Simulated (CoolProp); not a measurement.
Properties of n-nonane along the isobar 6540 kPa.

Values from CoolProp's reference Helmholtz-energy equation of state, Lemmon 2006. It is a short technical equation, of lower accuracy than the large ones.

| T (K) | phase | cp (kJ/(kg K)) | speed of sound (m/s) | Joule-Thomson coefficient (K/MPa) | isothermal compressibility (1/MPa) | conductivity (mW/(m K)) |
|---|---|---|---|---|---|---|
| 305.4 | liquid | 2.227 | 1219 | -0.4252 | 0.001159 | 127 |
| 316.4 | liquid | 2.268 | 1179 | -0.4124 | 0.001248 | 125 |
| 327.4 | liquid | 2.310 | 1139 | -0.3991 | 0.001347 | 122 |
| 338.4 | liquid | 2.353 | 1101 | -0.3855 | 0.001454 | 119 |
| 349.4 | liquid | 2.397 | 1063 | -0.3714 | 0.001573 | 117 |
| 360.4 | liquid | 2.441 | 1026 | -0.3568 | 0.001704 | 114 |
| 371.3 | liquid | 2.485 | 990.4 | -0.3419 | 0.001848 | 112 |
| 382.3 | liquid | 2.530 | 954.8 | -0.3262 | 0.002009 | 110 |

Thermal conductivity comes from a separate model (Huber 2005).
